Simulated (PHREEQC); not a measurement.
Solution (20 °C): 3.1 mmol/kgw NH4HF2, 0.099 mmol/kgw H2SiF6, 61 mmol/kgw HBF4, 0.77 mmol/kgw H2SO4 and 1.4 mmol/kgw NaOH. Closed to the air; pH follows from the charge balance.

Computed with PHREEQC (ion-association model, phreeqc.dat).

Question: The ionic strength comes out as 0.0615 mol/kgw. What activity coefficients do HSO4-, BF2(OH)2-, SO4-2, F-, SiF6-2 get?

Answer: HSO4- 0.81, BF2(OH)2- 0.81, SO4-2 0.44, F- 0.80, SiF6-2 0.44.

Precipitation was switched off in this run. Species that the database lacks are ignored. SiF6-2 is the database's only silicon fluoride. Real BF4- forms and hydrolyses slowly; the run takes it at equilibrium.
